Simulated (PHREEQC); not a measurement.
Dissolve 5.4 mmol/kgw KOH, 16 mmol/kgw K2SiO3 and 0.33 mmol/kgw H3BO3 at 85 °C. Closed to the air; pH follows from the charge balance.

Computed with PHREEQC (ion-association model, wateq4f.dat).

No solid was allowed to form.

Order these Si species by the share of Si that they hold, largest first: H2SiO4-2, H4SiO4, H3SiO4-.

H3SiO4- (89 %), H2SiO4-2 (8.9 %), H4SiO4 (2.1 %)

The pH is 10.73 and the ionic strength 0.0388 mol/kgw. Species that the database lacks are ignored. Constants without temperature data keep their 25 °C values here.
